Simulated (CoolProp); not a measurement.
Vapour-liquid equilibrium of hydrogen sulfide (1) + isobutane (2) at 332.5 K; x and y are mole fractions of (1).

The numbers come from the multi-fluid Helmholtz-energy mixture model, Lemmon 2006 and Bücker 2006; pair parameters Kunz 2012 in CoolProp.

| x | bubble pressure (kPa) | y at the bubble point | dew pressure at overall composition x (kPa) | liquid density (mol/L) |
|---|---|---|---|---|
| 0.05 | 1056 | 0.193 | 901.1 | 8.926 |
| 0.2 | 1672 | 0.515 | 1065 | 9.768 |
| 0.35 | 2247 | 0.666 | 1292 | 10.73 |
| 0.5 | 2758 | 0.758 | 1630 | 11.88 |
| 0.65 | 3226 | 0.829 | 2170 | 13.36 |
| 0.8 | 3682 | 0.897 | 3031 | 15.40 |
| 0.95 | 4144 | 0.973 | 4012 | 18.46 |

No azeotrope shows between x = 0.05 and 0.95.

The pair parameters rest on a limited set of measurements; away from them the model extrapolates.
